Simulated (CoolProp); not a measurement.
Propylene at 293.15 K and 4.22 MPa is throttled through a valve to 2.91 MPa with no heat exchange. Each further row changes one setting.

The numbers come from the reference Helmholtz-energy equation of state, Lemmon 2013 in CoolProp.

```csv
case,temperature change (K),final phase,final density (kg/m³)
as stated,___,liquid,___
outlet pressure 0.873 MPa,___,___,___
outlet pressure 3.78 MPa,+0.0,liquid,___
```

### Question
What belongs in the gaps?

### Answer

- as stated, temperature change (K): +0.1
- as stated, final density (kg/m³): 520
- outlet pressure 0.873 MPa, temperature change (K): -5.8
- outlet pressure 0.873 MPa, final phase: two-phase, vapour fraction 0.043
- outlet pressure 0.873 MPa, final density (kg/m³): 238
- outlet pressure 3.78 MPa, final density (kg/m³): 523
